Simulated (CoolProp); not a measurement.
Vapour-liquid equilibrium of propane (1) + c-C4F8 (RC318) (2) at 326.8 K; x and y are mole fractions of (1).

The numbers come from the multi-fluid Helmholtz-energy mixture model, Lemmon 2009 and Platzer 1990; pair parameters Bell 2016 in CoolProp. This equation is an older, rougher fit; its heat capacities, sound speeds and derivatives of the liquid may be far off and weren't checked against measurements.

```
x     bubble pressure (bar)  y at the bubble point  dew pressure at overall composition x (bar)  liquid density (mol/L)
----  ---------------------  ---------------------  -------------------------------------------  ----------------------
0.05                  8.438                  0.164                                          [?]                   6.932
0.2                     [?]                    [?]                                        8.782                   7.159
0.35                  14.40                  0.579                                          [?]                   7.409
0.5                   16.23                  0.670                                        12.88                   7.718
0.65                  17.54                    [?]                                        15.84                   8.144
0.8                   18.41                  0.832                                        18.16                   8.766
0.95                  18.67                  0.948                                        18.67                     [?]
```

Question: Fill in the missing entries.

Answer: 
- 0.05, dew pressure at overall composition x (bar): 7.493
- 0.2, bubble pressure (bar): 11.85
- 0.2, y at the bubble point: 0.440
- 0.35, dew pressure at overall composition x (bar): 10.52
- 0.65, y at the bubble point: 0.747
- 0.95, liquid density (mol/L): 9.652

y crosses x between x = 0.8 and 0.95: the model has an azeotrope there.

Pair parameters are fitted to limited data, so mixtures are less certain than the pure fluids.
